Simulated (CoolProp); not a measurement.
Properties of the fluoroketone C6F12O (FK-5-1-12) along the isotherm 173.75 °C (Tc = 168.7 °C, pc = 18.69 bar, ω = 0.471).

The numbers come from the reference Helmholtz-energy equation of state, McLinden 2015 in CoolProp.

```json
[
 {"p (bar)": "0.0887", "phase": "gas", "speed of sound (m/s)": "109.7", "Joule-Thomson coefficient (K/MPa)": "7.681", "isothermal compressibility (1/MPa)": "112.9", "expansivity (1/kK)": "2.251", "fugacity coefficient": "0.9984"},
 {"p (bar)": "0.134", "phase": "gas", "speed of sound (m/s)": "109.6", "Joule-Thomson coefficient (K/MPa)": "7.690", "isothermal compressibility (1/MPa)": "74.81", "expansivity (1/kK)": "2.257", "fugacity coefficient": "0.9976"},
 {"p (bar)": "0.202", "phase": "gas", "speed of sound (m/s)": "109.5", "Joule-Thomson coefficient (K/MPa)": "7.704", "isothermal compressibility (1/MPa)": "49.69", "expansivity (1/kK)": "2.268", "fugacity coefficient": "0.9964"},
 {"p (bar)": "0.304", "phase": "gas", "speed of sound (m/s)": "109.3", "Joule-Thomson coefficient (K/MPa)": "7.724", "isothermal compressibility (1/MPa)": "33.08", "expansivity (1/kK)": "2.283", "fugacity coefficient": "0.9946"},
 {"p (bar)": "0.459", "phase": "gas", "speed of sound (m/s)": "109.0", "Joule-Thomson coefficient (K/MPa)": "7.756", "isothermal compressibility (1/MPa)": "21.97", "expansivity (1/kK)": "2.307", "fugacity coefficient": "0.9918"},
 {"p (bar)": "0.693", "phase": "gas", "speed of sound (m/s)": "108.6", "Joule-Thomson coefficient (K/MPa)": "7.804", "isothermal compressibility (1/MPa)": "14.61", "expansivity (1/kK)": "2.343", "fugacity coefficient": "0.9876"},
 {"p (bar)": "1.05", "phase": "gas", "speed of sound (m/s)": "107.9", "Joule-Thomson coefficient (K/MPa)": "7.880", "isothermal compressibility (1/MPa)": "9.710", "expansivity (1/kK)": "2.400", "fugacity coefficient": "0.9813"},
 {"p (bar)": "1.58", "phase": "gas", "speed of sound (m/s)": "106.9", "Joule-Thomson coefficient (K/MPa)": "7.996", "isothermal compressibility (1/MPa)": "6.519", "expansivity (1/kK)": "2.489", "fugacity coefficient": "0.9719"},
 {"p (bar)": "2.38", "phase": "gas", "speed of sound (m/s)": "105.4", "Joule-Thomson coefficient (K/MPa)": "8.182", "isothermal compressibility (1/MPa)": "4.398", "expansivity (1/kK)": "2.633", "fugacity coefficient": "0.9578"},
 {"p (bar)": "3.59", "phase": "gas", "speed of sound (m/s)": "103.0", "Joule-Thomson coefficient (K/MPa)": "8.487", "isothermal compressibility (1/MPa)": "2.993", "expansivity (1/kK)": "2.875", "fugacity coefficient": "0.9366"},
 {"p (bar)": "5.41", "phase": "gas", "speed of sound (m/s)": "99.13", "Joule-Thomson coefficient (K/MPa)": "9.014", "isothermal compressibility (1/MPa)": "2.076", "expansivity (1/kK)": "3.313", "fugacity coefficient": "0.9051"},
 {"p (bar)": "8.17", "phase": "gas", "speed of sound (m/s)": "92.72", "Joule-Thomson coefficient (K/MPa)": "10.02", "isothermal compressibility (1/MPa)": "1.493", "expansivity (1/kK)": "4.217", "fugacity coefficient": "0.8579"},
 {"p (bar)": "12.3", "phase": "gas", "speed of sound (m/s)": "81.15", "Joule-Thomson coefficient (K/MPa)": "12.33", "isothermal compressibility (1/MPa)": "1.191", "expansivity (1/kK)": "6.682", "fugacity coefficient": "0.7879"},
 {"p (bar)": "18.6", "phase": "gas", "speed of sound (m/s)": "53.92", "Joule-Thomson coefficient (K/MPa)": "21.94", "isothermal compressibility (1/MPa)": "1.786", "expansivity (1/kK)": "30.07", "fugacity coefficient": "0.6783"},
 {"p (bar)": "28", "phase": "supercritical", "speed of sound (m/s)": "108.2", "Joule-Thomson coefficient (K/MPa)": "2.871", "isothermal compressibility (1/MPa)": "0.1307", "expansivity (1/kK)": "11.52", "fugacity coefficient": "0.5052"}
]
```
